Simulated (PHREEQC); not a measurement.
Solution (52 °C): 0.0011 mol/kgw KH2PO4 and 0.021 mol/kgw K2HPO4. Closed to the air; pH follows from the charge balance.

All values are PHREEQC results (ion-association model, wateq4f.dat), not measurements.

No solid was allowed to form.

Q: What pH, ionic strength does the model give?

A: pH 8.12; ionic strength 0.0627 mol/kgw.

Q: In which forms is P present?

A: HPO4-2 92 %, H2PO4- 5.1 %, KHPO4- 3.1 % of the P.

Complexes and solids missing from the database can't appear. H3PO4, which wateq4f.dat lacks, is added to it with the constant of phreeqc.dat. Constants without temperature data keep their 25 °C values here.
